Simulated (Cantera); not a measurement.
An isothermal plug-flow reactor at 775 K and 1.01 bar (inlet), inlet velocity 0.095 m/s, active area per volume 180 1/m; feed CH4 : O2 : N2 : H2O = 0.005 : 0.059 : 0.79 : 0.011 (molar parts), equivalence ratio 0.17.

Cantera simulation using Deutschmann's 1995 Pt surface mechanism with GRI-Mech 3.0 gas chemistry; the numbers are that mechanism's predictions, not measurements. Catalytic surfaces can have several steady states; this one follows from the mechanism file's or the stated starting coverage. Mass transfer to the wall is taken as infinitely fast.

Q: What does this change do: temperature 775 to 1250 K?

A: 
```tsv
quantity	before	after
x(CH4) at z = 0.019 m	0.00561	7.81e-10
x(O2) at z = 0.019 m	0.0679	0.0567
x(H2O) at z = 0.019 m	0.0131	0.0243
x(CO2) at z = 0.019 m	0.000172	0.00576
x(CO) at z = 0.019 m	6.54e-7	6.03e-9
θ(free Pt) at the exit	0.0308	0.513
θ(O*) at the exit	0.967	0.486
θ(OH*) at the exit	0.00243	0.00173
```

Q: What does this change do: inlet velocity 0.095 to 0.051 m/s?

A: 
```csv
quantity,before,after
x(CH4) at z = 0.019 m,0.00561,0.00546
x(O2) at z = 0.019 m,0.0679,0.0676
x(H2O) at z = 0.019 m,0.0131,0.0134
x(CO2) at z = 0.019 m,0.000172,0.000318
x(CO) at z = 0.019 m,6.54e-7,6.37e-7
θ(free Pt) at the exit,0.0308,0.0308
θ(O*) at the exit,0.967,0.967
θ(OH*) at the exit,0.00243,0.00246
```
